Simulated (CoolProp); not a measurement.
A closed Brayton cycle with nitrogen: compressor inlet 327.15 K and 5.4 MPa, high pressure 13.7 MPa, turbine inlet 850 K, compressor efficiency 0.8, turbine efficiency 0.93, recuperator effectiveness 0 (on enthalpy, no pinch check). Each further row changes one setting.

Computed with CoolProp (reference Helmholtz-energy equation of state, Span 2000).

| case | thermal efficiency (%) | net work (kJ/kg) | compressor to turbine work | compressor exit (K) | turbine exit (K) |
|---|---|---|---|---|---|
| as stated | 15.0 | 66.9 | 0.67 | 452.8 | 675.6 |
| turbine inlet 800 K | 14.1 | 55.0 | 0.71 | 452.8 | 634.3 |
| compressor inlet 337.15 K | 14.5 | 62.6 | 0.69 | 466.5 | 675.6 |
| high pressure 11.6 MPa | 13.0 | 61.2 | 0.63 | 427.8 | 704.2 |
| recuperator effectiveness 0.5 | 20.6 | 66.9 | 0.67 | 452.8 | 675.6 |
